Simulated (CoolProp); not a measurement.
Vapour pressure (bar) of normal hydrogen: the reference equation beside estimates from Tc = 33.1 K, pc = 12.96 bar, ω = -0.219. Clausius-Clapeyron is anchored at 23.6 K with a constant enthalpy of vaporisation of 0.8577 kJ/mol.

Computed with CoolProp (reference Helmholtz-energy equation of state, Leachman 2009).

```csv
T (K),reference,Clausius-Clapeyron,van der Waals,Redlich-Kwong,Soave-Redlich-Kwong
22.1,1.633,1.751,2.018,(withheld),1.608
23.6,2.355,2.355,2.833,(withheld),2.362
25.1,3.278,3.058,3.837,2.129,3.325
26.6,4.430,3.856,5.043,(withheld),4.522
28.1,5.838,4.743,6.465,(withheld),5.972
29.6,7.537,5.713,8.114,(withheld),7.697
31.1,9.563,6.758,9.999,8.984,9.713
32.6,11.97,7.872,12.13,11.81,12.04
```

Question: Complete the blanks.

Answer: 
- 22.1, Redlich-Kwong: 0.7416
- 23.6, Redlich-Kwong: 1.307
- 26.6, Redlich-Kwong: 3.261
- 28.1, Redlich-Kwong: 4.751
- 29.6, Redlich-Kwong: 6.644

Absolute difference from the reference over all 8 rows, mean and median: Clausius-Clapeyron 16.7 and 15.9 %, van der Waals 12.4 and 12.3 %, Redlich-Kwong 24.8 and 22.5 %, Soave-Redlich-Kwong 1.5 and 1.5 %.
